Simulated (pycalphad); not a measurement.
The Si-Y system

All values are pycalphad results on the COST 507 light-alloy database (1999) (1 atm), not direct measurements. The data set is of 1999 and partly superseded. Diffusion is slow at the low end, where real alloys seldom reach equilibrium.

Phases 1 to 3 are ordered by rising Y content. The map covers 227 °C to 2177 °C; reactions that its mapper missed or could not classify are not listed.

| reaction on cooling | T (°C) | Y in phase 1 (at.%) | Y in phase 2 (at.%) | Y in phase 3 (at.%) |
|---|---|---|---|---|
| liquid → SI4Y5 + SI3Y5 | ___ | 55.6 | ___ | 62.5 |
| liquid → SIY + SI4Y5 | 1833.8 | 50.0 | 51.8 | 55.6 |
| liquid + SIY → SI5Y3_H | 1642.1 | 33.5 | 37.5 | 50.0 |
| liquid + SI5Y3_H → SI2Y_H | 1520.0 | 24.4 | 33.3 | 37.5 |
| bcc → liquid + hcp | 1478.9 | 98.3 | >99.99 | >99.99 |
| liquid → SI3Y5 + hcp | 1254.8 | 62.5 | 91.3 | >99.99 |
| liquid → diamond (Si) + SI2Y_R | ___ | none | ___ | 33.3 |

**Question.** Fill in the missing entries.

**Answer.** 
- liquid → SI4Y5 + SI3Y5, T (°C): 1840.7
- liquid → SI4Y5 + SI3Y5, Y in phase 2 (at.%): 56.7
- liquid → diamond (Si) + SI2Y_R, T (°C): 1212.2
- liquid → diamond (Si) + SI2Y_R, Y in phase 2 (at.%): 12.2

Database names, with the compositions (at.%) that they take in these runs: SI3Y5: Y 62 Si 38; SIY: Si 50 Y 50; SI4Y5: Y 56 Si 44; SI5Y3_H: Si 62 Y 38; SI2Y_H: Si 67 Y 33; SI2Y_R: Si 67 Y 33. An entry "none" or "no" means that the model of the phase leaves that element out.
